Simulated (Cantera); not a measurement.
A Cantera script and what it prints.

```python
import numpy as np
import cantera as ct

gas_names = [...]  # 76 gases of nasa_gas.yaml made of C, H
cond_names = """
    C(gr) C6H6(L) C7H8(L) C8H18(L),n-octa
""".split()


# ... load() reads the species with a 1 bar reference pressure and builds the phases ...
atoms = {
    'CH4': {'C': 1, 'H': 4},
    'H2': {'H': 2},
}
top_T = {'C(gr)': 4500}  # K; cautious upper limits of use, not melting points


# ... equilibrate(T, P, feed) seeds the gas with the atoms and calls Mixture.equilibrate('TP', solver="vcs", rtol=1e-11, max_steps=5000) ...
results = []
feed = {'CH4': 1, 'H2': 78}  # mol
P = 5300  # Pa
for T in [1575, 1675, 1775, 1875, 1975, 2075, 2175]:
    mix = equilibrate(T, P, feed)
    results.append((T, P, feed, dict(zip(mix.species_names, mix.species_moles))))
    x = sorted(zip(gas.X, gas.species_names), reverse=True)
    print(f"T = {T:g} K  P = {P:g} Pa  gas = {mix.phase_moles(0):.4g} mol")
    print("   x: " + "  ".join(f"{s} {v:.3e}" for v, s in x if v > 1e-05))
    print("   condensed (mol): " + ("  ".join(f"{mix.phase(i).name} {mix.phase_moles(i):.4g}"
          for i in range(1, mix.n_phases) if mix.phase_moles(i) > 1e-12) or "none"))
```

It prints:

```
T = 1575 K  P = 5300 Pa  gas = 80 mol
   x: H2 9.997e-01  H 1.805e-04  CH4 9.633e-05  C2H2,acetylene 2.109e-05
   condensed (mol): C(gr) 0.9889
T = 1675 K  P = 5300 Pa  gas = 80.02 mol
   x: H2 9.994e-01  H 5.042e-04  CH4 6.377e-05  C2H2,acetylene 5.804e-05
   condensed (mol): C(gr) 0.9855
T = 1775 K  P = 5300 Pa  gas = 80.05 mol
   x: H2 9.986e-01  H 1.256e-03  C2H2,acetylene 1.422e-04  CH4 4.424e-05
   condensed (mol): C(gr) 0.9736
T = 1875 K  P = 5300 Pa  gas = 80.11 mol
   x: H2 9.968e-01  H 2.843e-03  C2H2,acetylene 3.158e-04  CH4 3.191e-05
   condensed (mol): C(gr) 0.9466
T = 1975 K  P = 5300 Pa  gas = 80.24 mol
   x: H2 9.934e-01  H 5.924e-03  C2H2,acetylene 6.451e-04  CH4 2.375e-05
   condensed (mol): C(gr) 0.8942
T = 2075 K  P = 5300 Pa  gas = 80.46 mol
   x: H2 9.873e-01  H 1.150e-02  C2H2,acetylene 1.225e-03  CH4 1.810e-05
   condensed (mol): C(gr) 0.8007
T = 2175 K  P = 5300 Pa  gas = 80.85 mol
   x: H2 9.768e-01  H 2.096e-02  C2H2,acetylene 2.180e-03  CH4 1.404e-05
   condensed (mol): C(gr) 0.6449
```

Equilibrium computed with Cantera from the NASA thermochemical tables; the gas is ideal and each condensed phase is pure.
